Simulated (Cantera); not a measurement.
# Halide evaporation, hydrolysis and transport: CaF₂ + H₂

Charge: 1 mol CaF₂, 0.11 mol H₂, held at 0.0133 bar.

Cantera equilibrium calculation (NASA polynomials, part measured and part estimated; ideal gas, pure solids and liquids). Candidate condensed phases: Ca, CaF₂; 15 gas species. The numbers say what is thermodynamically allowed, not how fast it happens.

```tsv
T (K)	x H₂	x CaF₂	x HF	x CaF	x H	x Ca	x F	n CaF₂(s)	n CaF₂(l)
1073	1.00	3.03e-10	2.79e-8	3.30e-10	1.21e-7	1.38e-8	<1e-12	1.00	0
1148	1.000	6.59e-9	2.14e-7	5.27e-9	6.20e-7	1.04e-7	<1e-12	1.00	0
1223	1.000	9.65e-8	1.27e-6	5.89e-8	2.60e-6	6.08e-7	<1e-12	1.00	0
1298	1.000	1.02e-6	6.17e-6	4.89e-7	9.28e-6	2.84e-6	<1e-12	1.00	0
1373	1.000	8.19e-6	2.52e-5	3.17e-6	2.88e-5	1.10e-5	<1e-12	1.000	0
1448	1.000	5.18e-5	8.87e-5	1.65e-5	7.98e-5	3.61e-5	<1e-12	1.000	0
1523	0.999	0.000265	0.000276	7.07e-5	0.000200	0.000102	1.78e-12	1.000	0
1598	0.997	0.00114	0.000772	0.000259	0.000460	0.000257	1.90e-11	1.000	0
1673	0.991	0.00423	0.00198	0.000824	0.000982	0.000576	1.65e-10	0.999	0
1748	0.977	0.0129	0.00455	0.00223	0.00196	0.00116	1.16e-9	0	0.998
1823	0.944	0.0350	0.00966	0.00540	0.00365	0.00213	6.97e-9	0	0.995
1898	0.872	0.0867	0.0191	0.0119	0.00632	0.00361	3.69e-8	0	0.987
```
x: gas mole fraction; n: condensed amount in mol.

From 1073 K to 1673 K the condensed part is CaF₂(s). From 1748 K to 1898 K the condensed part is CaF₂(l). The main Ca-bearing gas is Ca at 1073 K and CaF₂ at 1898 K.
